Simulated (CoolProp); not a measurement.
Computed with CoolProp (reference Helmholtz-energy equation of state, Eisenbach 2021).

Q: For propylene glycol, give the phase and the density (kg/m³), isothermal compressibility (1/MPa), expansivity (1/kK), fugacity coefficient at 130.95 °C and 0.0935 MPa; 130.95 °C and 1.28 MPa.

A: 
- 130.95 °C and 0.0935 MPa: liquid; density 946, isothermal compressibility 0.000856, expansivity 0.937, fugacity coefficient 0.136
- 130.95 °C and 1.28 MPa: liquid; density 947, isothermal compressibility 0.000846, expansivity 0.930, fugacity coefficient 0.0102
